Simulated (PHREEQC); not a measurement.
Model water analysis in mg/kgw, 83 °C, pH 6.55, pe 10.4: Na 9950; K 5.98; Ca 812; Mg 12.5; Cl 16100; S(6) as SO4 1660; Alkalinity as HCO3 0.903; O(0) (dissolved oxygen) 7.01.

Cl is adjusted to close the charge balance.
Valence states are taken as typed.

Model: ion-association model, wateq4f.dat, run in PHREEQC.

**Question.** The ionic strength comes out as 0.494 mol/kgw. What activity coefficients do Cl-, Na+, SO4-2, OH-, Ca+2 get?

**Answer.** Cl- 0.61, Na+ 0.68, SO4-2 0.17, OH- 0.60, Ca+2 0.22.

No solid was allowed to form. Species that the database lacks are ignored. Constants without temperature data keep their 25 °C values here.
